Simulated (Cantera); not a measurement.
A Cantera script and what it prints.

```python
import numpy as np
import cantera as ct

gas_names = """
    C CH CH2 CH3 CH2OH CH3O CH4 CH3OH CO CO2 COOH C2 C2H CHCO,ketyl C2H2,acetylene C2H2,vinylidene
    CH2CO,ketene C2H3,vinyl CH3CO,acetyl C2H4 C2H4O,ethylen CH3CHO,ethanal CH3COOH (HCOOH)2 C2H5 C2H6
    CH3OCH3 C2H5OH C2O C3 C3H3,propargyl C3H4,allene C3H4,propyne C3H4,cyclo- C3H5,allyl C3H6,propylene
    C3H6,cyclo- C3H6O C3H7,n-propyl C3H7,i-propyl C3H8 C3H8O,1propanol C3H8O,2propanol C3O2 C4 C4H2
    C4H4,1,3-cyclo- C4H6,butadiene C4H6,2-butyne C4H6,cyclo- C4H8,1-butene C4H8,cis2-buten
    C4H8,tr2-butene C4H8,isobutene C4H8,cyclo- (CH3COOH)2 C4H9,n-butyl C4H9,i-butyl C4H9,s-butyl
    C4H9,t-butyl C4H10,isobutane C4H10,n-butane C5 C5H6,1,3cyclo- C5H8,cyclo- C5H10,1-pentene
    C5H10,cyclo- C5H11,pentyl C5H11,t-pentyl C5H12,n-pentane C5H12,i-pentane CH3C(CH3)2CH3 C6H2
    C6H5,phenyl C6H5O,phenoxy C6H6 C6H5OH,phenol C6H10,cyclo- C6H12,1-hexene C6H12,cyclo- C6H13,n-hexyl
    C7H7,benzyl C7H8 C7H8O,cresol C7H14,1-heptene C7H15,n-heptyl C7H16,n-heptane C8H8,styrene
    C8H10,ethylbenz C8H16,1-octene C8H17,n-octyl C8H18,isooctane C8H18,n-octane C9H19,n-nonyl
    C10H8,naphthale C10H21,n-decyl C12H9,o-bipheny C12H10,bipheny H HCO HO2 H2 HCHO,formaldehy HCOOH H2O
    H2O2 Mg MgH MgO MgOH MgO2H2 Mg2 O OH O2 O3
""".split()
cond_names = """
    C(gr) C6H6(L) C7H8(L) C8H18(L),n-octa H2O(s) H2O(L) Mg(cr) Mg(L) MgCO3(s) MgO(s) MgO(L) MgO2H2(s)
""".split()


def load(file, names, dense=False):
    # The tables refer to 1 bar. Condensed volumes are neglected.
    table = {s.name: s for s in ct.Species.list_from_file(file)}
    out = []
    for n in names:
        d = dict(table[n].input_data)
        d["thermo"] = dict(d["thermo"], **{"reference-pressure": 1e5})
        if dense:
            d["equation-of-state"] = {"model": "constant-volume", "density": "1e6 g/cm^3"}
        out.append(ct.Species.from_dict(d))
    return out


gas = ct.Solution(thermo="ideal-gas", species=load("nasa_gas.yaml", gas_names))
cond = {s.name: ct.Solution(thermo="fixed-stoichiometry", species=[s], name=s.name)
        for s in load("nasa_condensed.yaml", cond_names, dense=True)}
atoms = {
    'MgO': {'Mg': 1, 'O': 1},
    'C': {'C': 1},
    'H2': {'H': 2},
    'CH4': {'C': 1, 'H': 4},
}
top_T = {'C(gr)': 4500}  # K; cautious upper limits of use, not melting points


def equilibrate(T, P, feed):
    n = {}
    for name, mol in feed.items():
        for a, k in atoms[name].items():
            n[a] = n.get(a, 0.0) + k * mol
    gas.TPX = T, P, n
    mass = sum(n.values()) * gas.mean_molecular_weight
    gas.equilibrate("TP")
    valid = [c for c in cond.values() if c.min_temp <= T <= top_T.get(c.name, c.max_temp)]
    mix = ct.Mixture([(gas, mass / gas.mean_molecular_weight)] + [(c, 0.0) for c in valid])
    mix.T, mix.P = T, P
    mix.equilibrate("TP", solver="vcs", rtol=1e-11, max_steps=5000)
    return mix


results = []
feed = {'MgO': 1, 'C': 7.7, 'H2': 4.2, 'CH4': 3.2}  # mol
P = 10000  # Pa
for T in [875, 925, 975, 1025, 1075, 1125, 1175, 1225, 1275, 1325, 1375, 1425, 1475, 1525]:
    mix = equilibrate(T, P, feed)
    results.append((T, P, feed, dict(zip(mix.species_names, mix.species_moles))))
    x = sorted(zip(gas.X, gas.species_names), reverse=True)
    print(f"T = {T:g} K  P = {P:g} Pa  gas = {mix.phase_moles(0):.4g} mol")
    print("   x: " + "  ".join(f"{s} {v:.3e}" for v, s in x if v > 0.001))
    print("   condensed (mol): " + ("  ".join(f"{mix.phase(i).name} {mix.phase_moles(i):.4g}"
          for i in range(1, mix.n_phases) if mix.phase_moles(i) > 1e-12) or "none"))
```

Output:

```
T = 875 K  P = 10000 Pa  gas = 10.19 mol
   x: H2 9.598e-01  CH4 4.022e-02
   condensed (mol): C(gr) 10.49  MgO(s) 1
T = 925 K  P = 10000 Pa  gas = 10.37 mol
   x: H2 9.783e-01  CH4 2.172e-02
   condensed (mol): C(gr) 10.67  MgO(s) 1
T = 975 K  P = 10000 Pa  gas = 10.47 mol
   x: H2 9.877e-01  CH4 1.226e-02
   condensed (mol): C(gr) 10.77  MgO(s) 1
T = 1025 K  P = 10000 Pa  gas = 10.52 mol
   x: H2 9.928e-01  CH4 7.244e-03
   condensed (mol): C(gr) 10.82  MgO(s) 1
T = 1075 K  P = 10000 Pa  gas = 10.55 mol
   x: H2 9.955e-01  CH4 4.470e-03
   condensed (mol): C(gr) 10.85  MgO(s) 1
T = 1125 K  P = 10000 Pa  gas = 10.57 mol
   x: H2 9.971e-01  CH4 2.869e-03
   condensed (mol): C(gr) 10.87  MgO(s) 1
T = 1175 K  P = 10000 Pa  gas = 10.58 mol
   x: H2 9.981e-01  CH4 1.908e-03
   condensed (mol): C(gr) 10.88  MgO(s) 0.9999
T = 1225 K  P = 10000 Pa  gas = 10.59 mol
   x: H2 9.986e-01  CH4 1.310e-03
   condensed (mol): C(gr) 10.89  MgO(s) 0.9997
T = 1275 K  P = 10000 Pa  gas = 10.59 mol
   x: H2 9.989e-01
   condensed (mol): C(gr) 10.89  MgO(s) 0.999
T = 1325 K  P = 10000 Pa  gas = 10.6 mol
   x: H2 9.988e-01
   condensed (mol): C(gr) 10.89  MgO(s) 0.997
T = 1375 K  P = 10000 Pa  gas = 10.61 mol
   x: H2 9.979e-01
   condensed (mol): C(gr) 10.89  MgO(s) 0.9915
T = 1425 K  P = 10000 Pa  gas = 10.64 mol
   x: H2 9.955e-01  CO 2.070e-03  Mg 2.064e-03
   condensed (mol): C(gr) 10.87  MgO(s) 0.978
T = 1475 K  P = 10000 Pa  gas = 10.7 mol
   x: H2 9.896e-01  CO 5.026e-03  Mg 5.012e-03
   condensed (mol): C(gr) 10.84  MgO(s) 0.9462
T = 1525 K  P = 10000 Pa  gas = 10.85 mol
   x: H2 9.767e-01  CO 1.150e-02  Mg 1.147e-02
   condensed (mol): C(gr) 10.77  MgO(s) 0.8752
```

Method: chemical equilibrium by Gibbs-energy minimisation in Cantera with the NASA 1993 tables (ideal gas, pure condensed phases). The tables' values for MgH are old estimates; treat these amounts as uncertain.
